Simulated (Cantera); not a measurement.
**Gas-phase reforming**

An isothermal, constant-pressure homogeneous reactor starts with CH4 : H2O : H2 = 1 : 0.3 : 0.097 (molar parts), at 1850 K and 630000 Pa.

Cantera simulation using GRI-Mech 3.0 (53 species, 325 reactions); the numbers are that mechanism's predictions, not measurements. GRI-Mech 3.0 stops at C3 and has no aromatics, soot or wall deposition, so with more carbon than oxygen in the feed, carbon stays in small species such as C2H2 where larger ones or solid carbon would form.

| t (s) | x CH4 | x H2O | x H2 | x O2 | x HO2 | x C2H2 | x CH2O |
|---|---|---|---|---|---|---|---|
| 0.000300 | 0.326 | 0.167 | 0.389 | 4.76e-11 | <1e-12 | 0.0997 | 7.15e-6 |
| 0.000591 | 0.228 | 0.152 | 0.474 | 3.01e-11 | <1e-12 | 0.131 | 4.24e-6 |
| 0.00116 | 0.150 | 0.140 | 0.541 | 2.11e-11 | <1e-12 | 0.153 | 2.46e-6 |
| 0.00229 | 0.0964 | 0.128 | 0.590 | 1.63e-11 | <1e-12 | 0.165 | 1.44e-6 |
| 0.00451 | 0.0682 | 0.115 | 0.620 | 1.28e-11 | <1e-12 | 0.167 | 9.29e-7 |
| 0.00887 | 0.0587 | 0.0978 | 0.640 | 9.24e-12 | <1e-12 | 0.161 | 6.91e-7 |
| 0.0175 | 0.0563 | 0.0746 | 0.660 | 5.35e-12 | <1e-12 | 0.148 | 5.29e-7 |
| 0.0344 | 0.0543 | 0.0474 | 0.681 | 2.16e-12 | <1e-12 | 0.132 | 3.85e-7 |
| 0.0677 | 0.0521 | 0.0223 | 0.702 | <1e-12 | <1e-12 | 0.117 | 2.85e-7 |
| 0.133 | 0.0506 | 0.00620 | 0.715 | <1e-12 | <1e-12 | 0.108 | 2.36e-7 |
| 0.262 | 0.0500 | 0.000601 | 0.719 | <1e-12 | <1e-12 | 0.105 | 2.22e-7 |
| 0.516 | 0.0500 | 1.14e-5 | 0.720 | <1e-12 | <1e-12 | 0.104 | 2.20e-7 |
| 1.02 | 0.0500 | 4.96e-6 | 0.720 | <1e-12 | <1e-12 | 0.104 | 2.20e-7 |
| 2.00 | 0.0500 | 4.96e-6 | 0.720 | <1e-12 | <1e-12 | 0.104 | 2.20e-7 |
x: mole fraction; the columns are a selection and need not sum to one.

Equilibrium at this temperature and pressure: CH4 0.0500, H2O 5.02e-6, H2 0.720, O2 <1e-12, HO2 <1e-12, C2H2 0.104, CH2O 2.20e-7 (gas phase only).
